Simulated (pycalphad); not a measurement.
All values are pycalphad results on the COST 507 light-alloy database (1999) (1 atm), not direct measurements. These are 1990s assessments: newer ones move some temperatures and phases. Amounts are mole fractions of atoms.

### Question
Compare equilibrium and Scheil-Gulliver solidification of Hf-8.14C (at.%).

### Answer
Both start at the liquidus, 2926 K. In full equilibrium the last liquid goes at 2584 K (range 342 K), and at 2500 K the alloy holds hcp. With no diffusion in the solid (Scheil-Gulliver, steps of 4 K) the liquid lasts to an invariant point at 2479 K (range 447 K), where the last 0.15 of it freezes; the solid then holds hcp 0.83, bcc 0.10, fcc 0.08.

```tsv
last step ahead of the change, T (K)	liquid left there	liquid composition there (at.%)	solids forming below it
2926	1.00	8.1 C	fcc
2650	0.92	6.0 C	hcp
2479	0.15	1.4 C	bcc + hcp
```
Solids once formed stay as they are in this model, so peritectic reactions do not proceed; the changes are located to one step.

The fcc model also describes the rock-salt carbide or nitride (TiC, TiN, HfC).
